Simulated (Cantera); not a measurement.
Charge: 1 mol PbO, 2.5 mol H2, 0.11 mol H2O, at 1200 K and 6.90 mbar.

Method: chemical equilibrium by Gibbs-energy minimisation in Cantera with the NASA 1993 tables (ideal gas, pure condensed phases). Candidate condensed phases: H2O, Pb, PbO, PbO2, Pb3O4; 12 gas species. Rates play no part.

Base state: H2 0.521, H2O 0.386, Pb 0.0932 (mole fractions); condensed: Pb(l).

What changes in the equilibrium state with this change: temperature from 1200 K to 1325 K?


| species | before | after |
|---|---|---|
| H2 | 0.521 | 0.416 |
| H2O | 0.386 | 0.307 |
| Pb | 0.0932 | 0.277 |
| PbO | 2.23e-6 | 2.12e-5 |
| H | 1.72e-6 | 1.27e-5 |
| Pb(l), mol | 0.732 | 0 |

What changes in the equilibrium state with this change: temperature from 1200 K to 1148 K?


```
species     before   after
----------  ------  ------
H2           0.521   0.551
H2O          0.386   0.408
Pb          0.0932  0.0406
Pb(l), mol   0.732   0.890
```

What changes in the equilibrium state with this change: temperature from 1200 K to 2223 K?


```
species      before     after
----------  -------  --------
H2            0.521     0.386
H2O           0.386     0.291
Pb           0.0932     0.268
H           1.72e-6    0.0479
OH          1.01e-8   0.00522
O             <1e-9  0.000450
O2            <1e-9  0.000143
PbO         2.23e-6   0.00192
Pb(l), mol    0.732         0
```
